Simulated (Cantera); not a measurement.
An isothermal, constant-pressure homogeneous reactor starts with CH4 : H2 = 1 : 54 (molar parts), at 1875 K and 0.133 bar.

Model: GRI-Mech 3.0 (53 species, 325 reactions), integrated in Cantera. GRI-Mech 3.0 stops at C3 and has no aromatics, soot or wall deposition, so with more carbon than oxygen in the feed, carbon stays in small species such as C2H2 where larger ones or solid carbon would form.

One state of this run: x CH4 = 0.0141; x H2 = 0.982; x H = 0.00169; x C2H6 = 1.34e-6; x CH3 = 0.000485; x C2H4 = 2.82e-5. x: mole fraction; the columns are a selection and need not sum to one.

Task: Which value of t (s) does it belong to?
A. 0.000142
B. 0.0377
C. 5.00e-6
D. 0.0124

Result: D, 0.0124
